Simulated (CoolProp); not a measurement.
A simple Rankine cycle with propane: condensing at 300.15 K, boiler at 2.31 MPa, turbine inlet 342.5 K, turbine efficiency 0.9, pump efficiency 0.8, no recuperator. Each further row changes one setting.

The numbers come from the reference Helmholtz-energy equation of state, Lemmon 2009 in CoolProp.

| case | thermal efficiency (%) | net work (kJ/kg) | heat in (kJ/kg) | turbine exit temperature (K) | volume ratio over the turbine |
|---|---|---|---|---|---|
| as stated | 8.4 | 31.2 | 370 | 303.4 | ? |
| turbine inlet 362.5 K | 8.6 | ? | 422 | ? | 2.36 |
| condensing temperature 292.15 K | 10.1 | 39.4 | 391 | 295.1 | 3.01 |
| boiler pressure 1.62 MPa | ? | 21.0 | 398 | 322.5 | 1.63 |
| turbine efficiency 0.8 | 7.4 | 27.3 | 370 | ? | 2.48 |

Task: Complete the blanks.

Result: 
- as stated, volume ratio over the turbine: 2.45
- turbine inlet 362.5 K, net work (kJ/kg): 36.4
- turbine inlet 362.5 K, turbine exit temperature (K): 326.5
- boiler pressure 1.62 MPa, thermal efficiency (%): 5.3
- turbine efficiency 0.8, turbine exit temperature (K): 305.3
